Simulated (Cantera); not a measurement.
A closed system holds: 1 mol MgF2, 87 mol H2, 0.95 mol HF, held at 1423.15 K and 23.0 Pa.

Cantera equilibrium calculation (NASA polynomials, part measured and part estimated; ideal gas, pure solids and liquids). Candidate condensed phases: Mg, MgF2; 17 gas species. Rates play no part.

Base state: H2 0.963, HF 0.0255, Mg 0.00721, MgF2 0.00350, MgF 0.000446, H 0.000431 (mole fractions); condensed: gas only.

What changes in the equilibrium state with this change: H2 from 87 to 0.44 mol?


```
species         before     after
------------  --------  --------
HF              0.0255     0.651
H2               0.963     0.301
MgF2           0.00350    0.0480
Mg             0.00721   4.74e-5
MgF           0.000446  0.000134
MgF2(s), mol         0     0.930
```
